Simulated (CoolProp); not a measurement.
Vapour-liquid equilibrium of cyclohexane (1) + dimethyl carbonate (2) at 0.0543 MPa; x and y are mole fractions of (1).

Values from CoolProp's multi-fluid Helmholtz-energy mixture model, Zhou 2014 and Zhou 2011; pair parameters Bell 2016.

```json
[
 {"x": "0.05", "bubble temperature (K)": "339.2", "y at the bubble point": "0.223", "dew temperature at overall composition x (K)": "343.7", "liquid density (mol/L)": "11.01"},
 {"x": "0.2", "bubble temperature (K)": "331.2", "y at the bubble point": "0.491", "dew temperature at overall composition x (K)": "339.8", "liquid density (mol/L)": "10.62"},
 {"x": "0.35", "bubble temperature (K)": "328.7", "y at the bubble point": "0.573", "dew temperature at overall composition x (K)": "335.5", "liquid density (mol/L)": "10.20"},
 {"x": "0.5", "bubble temperature (K)": "328.0", "y at the bubble point": "0.609", "dew temperature at overall composition x (K)": "330.9", "liquid density (mol/L)": "9.817"},
 {"x": "0.65", "bubble temperature (K)": "327.9", "y at the bubble point": "0.640", "dew temperature at overall composition x (K)": "327.9", "liquid density (mol/L)": "9.474"},
 {"x": "0.8", "bubble temperature (K)": "328.4", "y at the bubble point": "0.697", "dew temperature at overall composition x (K)": "330.2", "liquid density (mol/L)": "9.173"},
 {"x": "0.95", "bubble temperature (K)": "331.6", "y at the bubble point": "0.866", "dew temperature at overall composition x (K)": "333.4", "liquid density (mol/L)": "8.886"}
]
```

y crosses x between x = 0.5 and 0.65: the model has an azeotrope there.

The pair parameters rest on a limited set of measurements; away from them the model extrapolates.
